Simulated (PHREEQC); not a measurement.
2.1 g of hydrous ferric oxide (600 m²/g; 0.2 weak and 0.005 strong sites per Fe, Dzombak-Morel constants, diffuse double layer) in 1 kg of water with 0.005 mol/kgw of an inert sodium salt and 0.002 mol NiCl2 and 7.6e-06 mol SrCl2, at 25 °C; the pH is set by adding NaOH or the inert anion's acid. Oxygen is held at 0.21 atm. No CO2 enters from the air. Precipitation was switched off in this run.

The series has 13 steps of pH, from 4 to 10.

The numbers come from PHREEQC with the ion-association model, wateq4f.dat.

Q: Near which pH is half of the Ni sorbed, and on which side is more sorbed?

A: Near pH 6.8, with more sorbed at higher pH.

Q: Near which pH is half of the Sr sorbed, and on which side is more sorbed?

A: Near pH 9.6, with more sorbed at higher pH.

Q: At which pH does the surface charge pass through zero?

A: Near pH 9.3.

Along this series the solution becomes supersaturated in solids that the run did not let form, among them Ni(OH)2.
